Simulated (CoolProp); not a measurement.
Vapour-liquid equilibrium of benzene (1) + octamethylcyclotetrasiloxane (D4) (2) at 157.35 °C; x and y are mole fractions of (1).

The numbers come from the multi-fluid Helmholtz-energy mixture model, Thol 2012 and Thol 2015; pair parameters Bell 2016 in CoolProp.

### Question
Give the bubble pressure and the first vapour's composition at x = 0.05, 0.8, 0.95. Is there an azeotrope?

### Answer
x = 0.05: 82.90 kPa, y = 0.278; x = 0.8: 525.9 kPa, y = 0.972; x = 0.95: 637.7 kPa, y = 0.995. No azeotrope shows between x = 0.05 and 0.95.

Pair parameters are fitted to limited data, so mixtures are less certain than the pure fluids.
